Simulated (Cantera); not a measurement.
Cantera run, input and output.

```python
import numpy as np
import cantera as ct

surf = ct.Interface("diamond.yaml", "diamond_100")
gas, bulk = surf.adjacent["gas"], surf.adjacent["diamond"]
k = surf.kinetics_species_index(bulk.species_names[0])
cover = ["c6HH", "c6H*", "c6*H", "c6**", "c6HM", "c6B"]

rows, drift = [], 0.0
print(f"{'T':>10s}{'um/h':>11s}" + "".join(f"{s:>11s}" for s in cover))
for v in [925, 1000, 1075, 1150, 1225, 1300, 1375]:
    T, P, xH, xCH3 = v, 4600, 0.014, 0.0016
    gas.TPX = T, P, {"H": xH, "CH3": xCH3, "CH4": 0.0067, "H2": 1 - xH - xCH3 - 0.0067}
    surf.TP = bulk.TP = T, P
    surf.coverages = "c6H*:0.1, c6HH:0.9"
    surf.advance_coverages(100.0)
    before = surf.coverages
    surf.advance_coverages(100.0)
    drift = max(drift, np.max(np.abs(surf.coverages - before) / (surf.coverages + 1e-9)))
    rate = surf.net_production_rates[k] * bulk.mean_molecular_weight / bulk.density * 3.6e9
    rows.append([rate, *surf[cover].coverages])
    print(f"{v:10.4g}{rate:11.4e}" + "".join(f"{x:11.3e}" for x in rows[-1][1:]))
```

Result:

```
         T       um/h       c6HH       c6H*       c6*H       c6**       c6HM        c6B
       925 2.3874e+01  6.027e-01  1.113e-02  2.833e-01  4.805e-03  7.704e-02  6.478e-08
      1000 3.5221e+01  5.516e-01  1.700e-02  3.455e-01  8.785e-03  5.626e-02  9.558e-08
      1075 4.5937e+01  5.014e-01  2.397e-02  4.010e-01  1.459e-02  3.978e-02  1.247e-07
      1150 4.7944e+01  4.565e-01  3.191e-02  4.504e-01  2.251e-02  2.391e-02  1.301e-07
      1225 3.5822e+01  4.159e-01  4.050e-02  4.924e-01  3.265e-02  1.014e-02  9.721e-08
      1300 2.3790e+01  3.768e-01  4.901e-02  5.222e-01  4.452e-02  3.132e-03  6.456e-08
      1375 2.0042e+01  3.407e-01  5.709e-02  5.407e-01  5.770e-02  8.611e-04  5.438e-08
```

Model: the Harris–Goodwin 1993 mechanism for the reconstructed diamond (100) surface, integrated in Cantera.
